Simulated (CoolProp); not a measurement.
Properties of p-xylene at several states (Tc = 343.0 °C, pc = 3.532 MPa, ω = 0.324).

Model: reference Helmholtz-energy equation of state, Zhou 2012, in CoolProp.

| T (°C) | p (MPa) | phase | Z | Joule-Thomson coefficient (K/MPa) | conductivity (mW/(m K)) | Prandtl number |
|---|---|---|---|---|---|---|
| 155.65 | 0.983 | liquid | 0.03971 | -0.2514 | 96.9 | 4.42 |
| 111.35 | 0.124 | liquid | 0.005284 | -0.3396 | 106 | 5.12 |
| 100.85 | 10.7 | liquid | 0.4559 | -0.3844 | 112 | 5.54 |
| 33.85 | 0.428 | liquid | 0.02096 | -0.4628 | 124 | 7.69 |
| 187.65 | 7.8 | liquid | 0.3009 | -0.2252 | 95.1 | 4.13 |

Viscosity comes from a separate model (Balogun 2015). Thermal conductivity comes from a separate model (Mylona 2014).
